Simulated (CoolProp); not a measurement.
Saturation properties of oxygen.

The numbers come from the reference Helmholtz-energy equation of state, Schmidt 1985 in CoolProp.

```tsv
T (°C)	p (bar)	liquid density (kg/m³)	vapour density (kg/m³)	liquid cp (kJ/(kg K))	vapour viscosity (µPa s)
-174.35	2.294	1097	9.484	1.732	7.63
-171.35	2.946	1081	11.97	…	…
-168.25	3.757	…	15.02	1.767	8.12
-165.15	4.722	1047	18.63	1.790	8.38
-162.05	5.858	1029	22.86	1.817	8.64
-159.05	7.136	1011	27.64	1.848	8.90
-155.95	8.658	991.9	33.36	1.886	9.17
-152.85	10.40	971.9	39.99	1.932	9.46
-149.75	12.39	950.9	47.68	1.987	9.75
-146.75	14.55	929.6	…	2.053	10.1
-143.65	17.06	906.4	…	2.138	10.4
-140.55	19.86	881.5	78.55	2.246	10.8
-137.45	22.98	854.7	92.64	…	11.2
-134.35	26.44	825.4	109.4	…	11.6
-131.35	30.14	793.8	128.9	2.875	12.2
```

Task: Some entries are withheld; supply them.

Result: 
- -171.35, liquid cp (kJ/(kg K)): 1.747
- -171.35, vapour viscosity (µPa s): 7.87
- -168.25, liquid density (kg/m³): 1064
- -146.75, vapour density (kg/m³): 56.27
- -143.65, vapour density (kg/m³): 66.56
- -137.45, liquid cp (kJ/(kg K)): 2.391
- -134.35, liquid cp (kJ/(kg K)): 2.591

It boils at -183.0 °C under 1 atm.

Viscosity comes from a separate model (Lemmon 2004).
